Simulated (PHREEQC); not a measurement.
# Brackish or sea water: an equilibrium model

A made-up water analysis in mg/L, 25 °C, pH 7.33, pe -1.5:

| constituent | mg/L |
|---|---|
| Na | 2460 |
| K | 94 |
| Ca | 147 |
| Mg | 148 |
| Cl | 3230 |
| S(6) as SO4 | 1980 |
| Alkalinity as HCO3 | 16 |
| B | 6.1 |

Valence states are taken as typed.

Model: ion-association model, phreeqc.dat, run in PHREEQC.

This is a speciation only: nothing precipitates in the calculation.

**Question.** Estimate the ionic strength, density.

**Answer.** ionic strength 0.146 mol/kgw; density 1.003 g/cm³.

**Question.** In which forms is K present?

**Answer.** K+ 97 %, KSO4- 3.3 % of the K.

Complexes and solids missing from the database can't appear.
